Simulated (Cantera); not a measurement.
Equilibrium for silicon nitride deposition: SiF₄ + NH₃ + H₂

Input: 1 mol SiF₄, 0.34 mol NH₃, a varied amount of H₂, at 1250 K and 41.3 Torr.

Equilibrium computed with Cantera from the NASA thermochemical tables; the gas is ideal and each condensed phase is pure. Candidate condensed phases: Si, Si₃N₄; 37 gas species. The tables' values for SiF₃ are old estimates; treat these amounts as uncertain. Equilibrium is a limit: real reactors are often held back by kinetics, nucleation or transport.

```tsv
n(H₂) (mol)	log p H₂	log p SiF₄	log p N₂	log p HF	log p SiHF₃	log p SiF₃	log p SiH₂F₂	n Si₃N₄(s)
1.9	-1.43	-1.82	-2.58	-3.66	-3.85	-4.12	-6.19	0
2.8	-1.39	-1.92	-2.68	-3.69	-3.87	-4.16	-6.14	0
4.3	-1.36	-2.05	-2.81	-3.73	-3.91	-4.22	-6.10	0
6.4	-1.33	-2.18	-2.94	-3.79	-3.97	-4.29	-6.07	0
9.7	-1.31	-2.33	-3.09	-3.86	-4.03	-4.36	-6.04	0
15	-1.29	-2.50	-3.25	-3.93	-4.11	-4.45	-6.03	0
22	-1.28	-2.65	-3.40	-4.00	-4.18	-4.52	-6.02	0
33	-1.28	-2.82	-3.57	-4.09	-4.26	-4.61	-6.01	0
50	-1.27	-3.00	-3.74	-4.17	-4.35	-4.70	-6.01	0
76	-1.27	-3.18	-3.92	-4.26	-4.44	-4.80	-6.02	7.14e-5
```
log p: log10 of the partial pressure in bar; n: condensed amount in mol.

From 1.9 mol H₂ to 50 mol H₂ nothing is condensed. At 76 mol H₂ the condensed part is Si₃N₄(s). The main Si-bearing gas is SiF₄ throughout.
